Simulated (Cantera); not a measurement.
An isothermal, constant-pressure homogeneous reactor starts with CH4 : H2O = 1 : 0.78 (molar parts), at 1348 K and 1.00 bar. Integrator tolerance rtol = 1e-08.

Detailed kinetics in Cantera: GRI-Mech 3.0 (53 species, 325 reactions).

```json
[
 {"quantity": "x(CH4) at 3.00 s", "before": "0.443 (gas-phase equilibrium 0.0640)", "after": "0.406 (gas-phase equilibrium 0.0654)"},
 {"quantity": "x(H2O) at 3.00 s", "before": "0.406 (gas-phase equilibrium 4.18e-5)", "after": "0.398 (gas-phase equilibrium 0.000180)"},
 {"quantity": "x(CH2) at 3.00 s", "before": "1.38e-10 (gas-phase equilibrium 6.52e-12)", "after": "9.81e-11 (gas-phase equilibrium 3.18e-12)"},
 {"quantity": "x(O) at 3.00 s", "before": "<1e-12 (gas-phase equilibrium <1e-12)", "after": "<1e-12 (gas-phase equilibrium <1e-12)"},
 {"quantity": "x(CO) at 3.00 s", "before": "0.000610 (gas-phase equilibrium 0.233)", "after": "0.00108 (gas-phase equilibrium 0.233)"}
]
```

Q: Name the change that produced these shifts.
(A) pressure from 1.00 bar to 2.10 bar
(B) temperature 1348 to 1300 K
(C) pressure from 1.00 bar to 0.170 bar
(D) temperature 1348 to 1798 K

A: A, pressure from 1.00 bar to 2.10 bar
